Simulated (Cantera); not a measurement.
Input (Python, Cantera):

```python
import numpy as np
import cantera as ct

gas = ct.Solution("gri30.yaml")
gas.TPX = 1350, 100000, {'CO': 0.0012, 'O2': 0.018, 'H2O': 0.061, 'N2': 1}
reactor = ct.IdealGasConstPressureReactor(gas, energy="off", clone=False)
net = ct.ReactorNet([reactor])
net.rtol, net.atol = 1e-08, 1e-18
show = ['CO', 'O2', 'H2O', 'NO', 'H2O2']
times = np.geomspace(0.0009, 2, 11)

steps = ct.SolutionArray(gas, extra=["t"])
rows = []
print(f"{'t/s':>10s}{'T/K':>9s}{'P/Pa':>11s}" + "".join(f"{s:>11s}" for s in show))
for t in times:
    while net.time < t:
        t_next = net.step()
        steps.append(gas.state, t=t_next)
    rows.append([np.interp(t, steps.t, y) for y in (steps.T, steps.P, *steps(*show).X.T)])
    print(f"{t:10.3e}{rows[-1][0]:9.1f}{rows[-1][1]:11.4g}" + "".join(f"{x:11.3e}" for x in rows[-1][2:]))
rate = np.gradient(steps.T, steps.t)
print("integrator steps:", len(steps.t))
if steps.T.max() > steps.T[0] + 200:
    print(f"time of steepest temperature rise: {steps.t[rate.argmax()]:.4e} s")
gas.TPX = 1350, 100000, {'CO': 0.0012, 'O2': 0.018, 'H2O': 0.061, 'N2': 1}
gas.equilibrate("TP")
print(f"equilibrium (TP): T = {gas.T:.1f} K  " + "  ".join(f"{s} {gas[s].X[0]:.3e}" for s in show))
```

Result:

```
       t/s      T/K       P/Pa         CO         O2        H2O         NO       H2O2
 9.000e-04   1350.0      1e+05  1.111e-03  1.666e-02  5.647e-02  2.707e-15  5.162e-11
 1.945e-03   1350.0      1e+05  1.108e-03  1.666e-02  5.647e-02  9.195e-14  8.938e-10
 4.203e-03   1350.0      1e+05  6.505e-04  1.641e-02  5.629e-02  6.945e-10  1.706e-07
 9.084e-03   1350.0      1e+05  7.783e-05  1.613e-02  5.642e-02  4.892e-09  7.085e-08
 1.963e-02   1350.0      1e+05  1.029e-05  1.611e-02  5.647e-02  6.128e-09  1.818e-08
 4.243e-02   1350.0      1e+05  1.298e-06  1.611e-02  5.649e-02  6.664e-09  5.370e-09
 9.169e-02   1350.0      1e+05  1.229e-07  1.611e-02  5.649e-02  6.964e-09  1.923e-09
 1.981e-01   1350.0      1e+05  1.052e-08  1.611e-02  5.650e-02  7.152e-09  9.030e-10
 4.282e-01   1350.0      1e+05  3.972e-09  1.612e-02  5.650e-02  7.277e-09  6.173e-10
 9.254e-01   1350.0      1e+05  3.550e-09  1.612e-02  5.650e-02  7.372e-09  5.709e-10
 2.000e+00   1350.0      1e+05  3.534e-09  1.612e-02  5.650e-02  7.501e-09  5.690e-10
integrator steps: 1085
equilibrium (TP): T = 1350.0 K  CO 3.543e-09  O2 1.603e-02  H2O 5.650e-02  NO 1.631e-04  H2O2 5.675e-10
```

Model: GRI-Mech 3.0 (53 species, 325 reactions), integrated in Cantera.
